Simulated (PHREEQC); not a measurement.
Make-up at 25 °C: 3.8 mmol/kgw HF, 0.19 mmol/kgw NaF and 150 mmol/kgw H2SiF6. Closed to the air; pH follows from the charge balance.

All values are PHREEQC results (ion-association model, wateq4f.dat), not measurements.

The ionic strength comes out as 0.445 mol/kgw. What activity coefficients do H+, F-, HF2-, SiF6-2, Na+ get?

H+ 0.77, F- 0.64, HF2- 0.64, SiF6-2 0.22, Na+ 0.71.

Precipitation was switched off in this run. Saturation is exceeded, for instance for Quartz (slow to form), Chalcedony (slow to form); the values hold only as long as no solid forms. Species that the database lacks are ignored. SiF6-2 is the database's only silicon fluoride.
